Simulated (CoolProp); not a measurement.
Vapour-liquid equilibrium of n-hexane (1) + cyclohexane (2) at 1050 kPa; x and y are mole fractions of (1).

The numbers come from the multi-fluid Helmholtz-energy mixture model, Thol 2019 and Zhou 2014; pair parameters Bell 2016 in CoolProp.

Question: Give the bubble temperature and the first vapour's composition at x = 0.125, 0.275, 0.875. Is there an azeotrope?

Answer: x = 0.125: 182.0 °C, y = 0.156; x = 0.275: 178.9 °C, y = 0.326; x = 0.875: 169.4 °C, y = 0.894. No azeotrope shows between x = 0.05 and 0.95.

The pair parameters rest on a limited set of measurements; away from them the model extrapolates.
